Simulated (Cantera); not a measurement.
Feed: 1 mol B2O3, 12 mol H2O, 4.2 mol N2, 4.8 mol NH3, at 1.33 mbar.

These are equilibrium values from Cantera (NASA tables, ideal gas, pure condensed phases), not measurements of a reactor. Candidate condensed phases: B, BN, B2O3, B3O3H3, H2O; 39 gas species. Gases not in the tables: H3BO3. Rates play no part.

Problem. Which condensed phases are stable at each of these points (T (K)): 998, 1098, 1198, 1298, 1398, 1498, 1598, 1698, 1798, 1898, 1998, 2098, 2198?

Solution. 
| T (K) | condensed phases | B condensed (%) |
|---|---|---|
| 998 | B2O3(l) | 98.1 |
| 1098 | B2O3(l) | 95.2 |
| 1198 | B2O3(l) | 80.1 |
| 1298 | B2O3(l) | 28.1 |
| 1398 | gas only | 0.0 |
| 1498 | gas only | 0.0 |
| 1598 | gas only | 0.0 |
| 1698 | gas only | 0.0 |
| 1798 | gas only | 0.0 |
| 1898 | gas only | 0.0 |
| 1998 | gas only | 0.0 |
| 2098 | gas only | 0.0 |
| 2198 | gas only | 0.0 |

From 998 K to 1298 K the condensed part is B2O3(l). From 1398 K to 2198 K nothing is condensed.
